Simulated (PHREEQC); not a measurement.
1.1 g of hydrous ferric oxide (600 m²/g; 0.2 weak and 0.005 strong sites per Fe, Dzombak-Morel constants, diffuse double layer) in 1 kg of water with 0.01 mol/kgw of an inert sodium salt and 0.84 mmol/kgw CaCl2, at 25 °C; the pH is set by adding NaOH or the inert anion's acid. O2 is buffered at 0.21 atm. The system is closed to CO2. Nothing may precipitate in this run.

Model: ion-association model, wateq4f.dat, run in PHREEQC.

| pH | Ca sorbed (%) | surface charge σ (C/m²) | surface potential ψ (mV) |
|---|---|---|---|
| 3 | 0.0 | 0.333 | 198 |
| 3.67 | 0.0 | 0.269 | 189 |
| 4.33 | 0.0 | 0.191 | 172 |
| 5 | 0.0 | 0.123 | 150 |
| 5.67 | 0.0 | 0.073 | 123 |
| 6.33 | 0.2 | 0.040 | 94 |
| 7 | 2.0 | 0.020 | 61 |
| 7.67 | 8.2 | 0.008 | 29 |
| 8.33 | 29.2 | 0.000 | 1 |
| 9 | 69.9 | -0.004 | -17 |
| 9.67 | 94.4 | -0.011 | -39 |
| 10.33 | 99.5 | -0.023 | -69 |
| 11 | 100.0 | -0.045 | -99 |

The oxide is taken as insoluble; below pH 4 it would dissolve.
